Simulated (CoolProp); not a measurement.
Vapour-liquid equilibrium of R22 (1) + dimethyl ether (2) at 29.65 °C; x and y are mole fractions of (1).

Model: multi-fluid Helmholtz-energy mixture model, Kamei 1995 and Wu 2011; pair parameters Bell 2016, in CoolProp.

```tsv
x	bubble pressure, mixture model (kPa)	bubble pressure, Raoult's law (kPa)	y, mixture model	y, Raoult's law
0.05	666.8	698.8	0.043	0.085
0.125	658.8	736.9	0.114	0.200
0.2	654.2	775.0	(withheld)	0.305
0.275	(withheld)	813.0	0.285	0.399
0.35	661.8	851.1	(withheld)	0.486
0.425	(withheld)	889.2	0.487	0.565
0.5	704.9	927.2	0.592	0.637
0.575	744.6	965.3	0.691	0.704
0.65	798.0	1003	(withheld)	0.765
0.725	865.0	1041	(withheld)	0.822
0.8	943.9	1080	0.912	0.875
0.875	1031	1118	0.955	0.925
0.95	(withheld)	1156	(withheld)	0.971
```

### Question
Complete the blanks.

### Answer

- 0.2, y, mixture model: 0.194
- 0.275, bubble pressure, mixture model (kPa): 654.6
- 0.35, y, mixture model: 0.383
- 0.425, bubble pressure, mixture model (kPa): 677.9
- 0.65, y, mixture model: 0.779
- 0.725, y, mixture model: 0.854
- 0.95, bubble pressure, mixture model (kPa): 1122
- 0.95, y, mixture model: 0.986

The largest gap from Raoult's law is -24.0 % in bubble pressure, at x = 0.5. y crosses x between x = 0.2 and 0.275: the model has an azeotrope there.

The pair parameters rest on a limited set of measurements; away from them the model extrapolates.
